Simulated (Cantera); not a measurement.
Input: 1 mol B, 34 mol H2, 0.98 mol N2, at 2148.15 K and 570 Pa.

Method: chemical equilibrium by Gibbs-energy minimisation in Cantera with the NASA 1993 tables (ideal gas, pure condensed phases). Candidate condensed phases: B, BN; 15 gas species. The tables' values for BH2 are old estimates; treat these amounts as uncertain. Kinetics and transport are ignored.

Base state: H2 0.919, H 0.0530, N2 0.0273, BH2 0.000948, B 0.000232, BH 2.31e-5 (mole fractions); condensed: B(s).

What changes in the equilibrium state with this change: temperature from 2148.15 K to 1350 K?


```csv
species,before,after
H2,0.919,0.986
N2,0.0273,0.0139
H,0.0530,3.13e-5
BH2,0.000948,1.55e-9
B,0.000232,<1e-9
BH,2.31e-5,<1e-9
"B(s), mol",0.957,0
"BN(s), mol",0,1.00
```
N2 is the only nitrogen source here; it is nearly inert below about 1500 K, so the nitride shown seldom forms there in practice.

What changes in the equilibrium state with this change: pressure from 570 Pa to 66.0 Pa?


| species | before | after |
|---|---|---|
| H2 | 0.919 | 0.824 |
| H | 0.0530 | 0.147 |
| N2 | 0.0273 | 0.0259 |
| B | 0.000232 | 0.00200 |
| BH | 2.31e-5 | 6.43e-5 |
| BH2 | 0.000948 | 0.000850 |
| B(s), mol | 0.957 | 0.889 |

What changes in the equilibrium state with this change: temperature from 2148.15 K to 2048.15 K?


| species | before | after |
|---|---|---|
| H2 | 0.919 | 0.943 |
| H | 0.0530 | 0.0288 |
| N2 | 0.0273 | 0.0276 |
| BH2 | 0.000948 | 0.000578 |
| B | 0.000232 | 5.11e-5 |
| BH | 2.31e-5 | 7.22e-6 |
| B(s), mol | 0.957 | 0.977 |
